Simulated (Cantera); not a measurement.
## Stirred combustor or abatement burner

A perfectly stirred reactor is fed with 14.4 % CH4, 18.0 % O2, 67.6 % N2, at 5.00 bar; it is adiabatic with a 475 K inlet, and is followed from long to short residence time, starting on the burning branch (τ in s: 0.06, 0.027, 0.012, 0.0055, 0.0024, 0.0011, 0.00049, 0.00022, 0.0001, 4.5e-05, 2e-05, 9e-06).

Detailed kinetics in Cantera: GRI-Mech 3.0 (53 species, 325 reactions).

```
τ (s)    T (K)    x CH4      x O2     x OH    x C2H    x CO   x CO2
-------  -----  -------  --------  -------  -------  ------  ------
0.060     1973  0.00289  0.000182  3.64e-5  5.28e-8  0.0888  0.0364
0.027     1978  0.00406  0.000372  4.26e-5  1.05e-7  0.0853  0.0372
0.012     1982  0.00542  0.000756  5.13e-5  1.84e-7  0.0814  0.0380
0.0055    1983  0.00689   0.00147  6.20e-5  2.80e-7  0.0779  0.0384
0.0024    1975  0.00869   0.00296  7.54e-5  3.87e-7  0.0749  0.0380
0.0011    1952   0.0110   0.00581  8.69e-5  4.48e-7  0.0733  0.0364
0.00049   1883   0.0157    0.0136  8.37e-5  3.46e-7  0.0727  0.0315
0.00022    475    0.144     0.180   <1e-12   <1e-12  <1e-12  <1e-12
0.00010    475    0.144     0.180   <1e-12   <1e-12  <1e-12  <1e-12
4.5e-5     475    0.144     0.180   <1e-12   <1e-12  <1e-12  <1e-12
2.0e-5     475    0.144     0.180   <1e-12   <1e-12  <1e-12  <1e-12
9.0e-6     475    0.144     0.180   <1e-12   <1e-12  <1e-12  <1e-12
```
x: mole fraction; the columns are a selection and need not sum to one.
